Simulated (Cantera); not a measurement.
An adiabatic, constant-pressure homogeneous reactor starts with 5.56 % C3H8, 19.9 % O2, 74.6 % N2, equivalence ratio 1.4, at 1800 K and 21000 Torr.

Computed with Cantera and GRI-Mech 3.0 (53 species, 325 reactions). GRI-Mech 3.0 was tuned for natural gas; its chemistry of propane as a main component is partial and can be far from experiment. The pressure lies above the range GRI-Mech 3.0 was tuned for (to about 10 atm). Above 3000 K some thermodynamic fits are extrapolated.

Task: Predict: time of steepest temperature rise; temperature at 10.0 s; equilibrium temperature; x(O2) at 10.0 s; x(HO2) at 10.0 s.

Result: 
* **time of steepest temperature rise**: 1.16 µs
* **temperature at 10.0 s**: 3144 K
* **equilibrium temperature**: 3144 K
* **x(O2) at 10.0 s**: 0.00173 (gas-phase equilibrium 0.00173)
* **x(HO2) at 10.0 s**: 4.01e-6 (gas-phase equilibrium 4.01e-6)
